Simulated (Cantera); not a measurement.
# Reactions in the system Cl-H-Ti

Source: NASA polynomial tables (part measured, part estimated), evaluated in Cantera. Values are per mole of reaction as written; species without (g) are pure solids or liquids, kept so even where they would boil at 1 bar.

HCl(g) + TiCl₃ = H(g) + TiCl₄

```json
[
 {"T (K)": "300", "ΔH° (kJ)": "228.0", "ΔS° (J/K)": "40.7", "ΔG° (kJ)": "215.7", "log10 K": "-37.56"},
 {"T (K)": "373", "ΔH° (kJ)": "230.8", "ΔS° (J/K)": "49.3", "ΔG° (kJ)": "212.4", "log10 K": "-29.75"},
 {"T (K)": "398", "ΔH° (kJ)": "231.8", "ΔS° (J/K)": "51.8", "ΔG° (kJ)": "211.2", "log10 K": "-27.71"},
 {"T (K)": "423", "ΔH° (kJ)": "232.8", "ΔS° (J/K)": "54.2", "ΔG° (kJ)": "209.8", "log10 K": "-25.91"},
 {"T (K)": "448", "ΔH° (kJ)": "233.7", "ΔS° (J/K)": "56.4", "ΔG° (kJ)": "208.5", "log10 K": "-24.31"},
 {"T (K)": "473", "ΔH° (kJ)": "234.7", "ΔS° (J/K)": "58.5", "ΔG° (kJ)": "207.0", "log10 K": "-22.86"},
 {"T (K)": "498", "ΔH° (kJ)": "235.6", "ΔS° (J/K)": "60.4", "ΔG° (kJ)": "205.5", "log10 K": "-21.56"},
 {"T (K)": "523", "ΔH° (kJ)": "236.6", "ΔS° (J/K)": "62.3", "ΔG° (kJ)": "204.0", "log10 K": "-20.38"},
 {"T (K)": "548", "ΔH° (kJ)": "237.5", "ΔS° (J/K)": "64.1", "ΔG° (kJ)": "202.4", "log10 K": "-19.30"}
]
```
